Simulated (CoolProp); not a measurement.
Vapour-liquid equilibrium of n-pentane (1) + cyclohexane (2) at 321.7 K; x and y are mole fractions of (1).

The numbers come from the multi-fluid Helmholtz-energy mixture model, Thol 2019 and Zhou 2014; pair parameters Bell 2016 in CoolProp.

Problem. Give the bubble pressure and the first vapour's composition at x = 0.05, 0.5, 0.95. Is there an azeotrope?

Solution. x = 0.05: 0.4140 bar, y = 0.208; x = 0.5: 0.9617 bar, y = 0.806; x = 0.95: 1.465 bar, y = 0.985. No azeotrope shows between x = 0.05 and 0.95.

Pair parameters are fitted to limited data, so mixtures are less certain than the pure fluids.
